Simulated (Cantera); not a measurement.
What does this Cantera script print?

```python
import numpy as np
import cantera as ct

gas = ct.Solution("h2o2.yaml")
gas.TPX = 1175, 120, {'H2': 0.19, 'O2': 1}
reactor = ct.IdealGasConstPressureReactor(gas, energy="off", clone=False)
net = ct.ReactorNet([reactor])
net.rtol, net.atol = 1e-08, 1e-18
show = ['H2', 'O2', 'HO2', 'H2O', 'O']
times = np.geomspace(0.0002, 2, 12)

steps = ct.SolutionArray(gas, extra=["t"])
rows = []
print(f"{'t/s':>10s}{'T/K':>9s}{'P/Pa':>11s}" + "".join(f"{s:>11s}" for s in show))
for t in times:
    while net.time < t:
        t_next = net.step()
        steps.append(gas.state, t=t_next)
    rows.append([np.interp(t, steps.t, y) for y in (steps.T, steps.P, *steps(*show).X.T)])
    print(f"{t:10.3e}{rows[-1][0]:9.1f}{rows[-1][1]:11.4g}" + "".join(f"{x:11.3e}" for x in rows[-1][2:]))
rate = np.gradient(steps.T, steps.t)
print("integrator steps:", len(steps.t))
if steps.T.max() > steps.T[0] + 200:
    print(f"time of steepest temperature rise: {steps.t[rate.argmax()]:.4e} s")
gas.TPX = 1175, 120, {'H2': 0.19, 'O2': 1}
gas.equilibrate("TP")
print(f"equilibrium (TP): T = {gas.T:.1f} K  " + "  ".join(f"{s} {gas[s].X[0]:.3e}" for s in show))
```

It prints:

```
       t/s      T/K       P/Pa         H2         O2        HO2        H2O          O
 2.000e-04   1175.0        120  1.597e-01  8.403e-01  1.368e-09  5.024e-11  1.909e-10
 4.620e-04   1175.0        120  1.597e-01  8.403e-01  3.161e-09  5.011e-10  8.978e-10
 1.067e-03   1175.0        120  1.597e-01  8.403e-01  7.301e-09  4.702e-09  4.322e-09
 2.466e-03   1175.0        120  1.597e-01  8.403e-01  1.686e-08  5.651e-08  3.103e-08
 5.696e-03   1175.0        120  1.597e-01  8.403e-01  3.943e-08  2.513e-06  1.112e-06
 1.316e-02   1175.0        120  1.496e-01  8.344e-01  3.472e-07  7.123e-03  3.070e-03
 3.040e-02   1175.0        120  6.251e-03  7.413e-01  7.123e-07  1.232e-01  6.863e-02
 7.022e-02   1175.0        120  5.906e-03  7.428e-01  7.149e-07  1.251e-01  6.789e-02
 1.622e-01   1175.0        120  5.685e-03  7.476e-01  7.240e-07  1.281e-01  6.423e-02
 3.748e-01   1175.0        120  5.172e-03  7.577e-01  7.411e-07  1.345e-01  5.644e-02
 8.658e-01   1175.0        120  4.056e-03  7.764e-01  7.615e-07  1.461e-01  4.177e-02
 2.000e+00   1175.0        120  2.210e-03  8.015e-01  7.328e-07  1.607e-01  2.137e-02
integrator steps: 798
equilibrium (TP): T = 1175.0 K  H2 4.145e-08  O2 8.265e-01  HO2 6.915e-09  H2O 1.735e-01  O 3.857e-07
```

Computed with Cantera and the H2/O2 subset of GRI-Mech 3.0, which has no nitrogen chemistry. Radical loss at walls, strong at low pressure, is not modelled. The temperature is held fixed by assumption; the heat of reaction is taken as removed at once.
